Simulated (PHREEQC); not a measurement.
Dissolve 0.0088 mol/kgw PbCl2, 7e-05 mol/kgw HBF4 and 0.0025 mol/kgw Na2SO4 at 25 °C. Closed to the air; pH follows from the charge balance.

Equilibrium calculation in PHREEQC: ion-association model, wateq4f.dat.

```yaml
pH: 3.73
ionic_strength: 0.0253 mol/kgw
total_alkalinity: -0.280 meq/kg
```

| species | molality | activity | log γ |
|---|---|---|---|
| Cl- | 0.0156 | 0.0134 | -0.068 |
| Pb+2 | 0.00565 | 0.00307 | -0.265 |
| Na+ | 0.00498 | 0.00429 | -0.065 |
| PbCl+ | 0.00190 | 0.00163 | -0.066 |
| SO4-2 | 0.00126 | 0.000695 | -0.258 |
| PbSO4 | 0.00119 | 0.00120 | 0.003 |

Precipitation was switched off in this run. Examples of supersaturated solids here: Matlockite, Anglesite. Others may be too. Real BF4- forms and hydrolyses slowly; the run takes it at equilibrium.
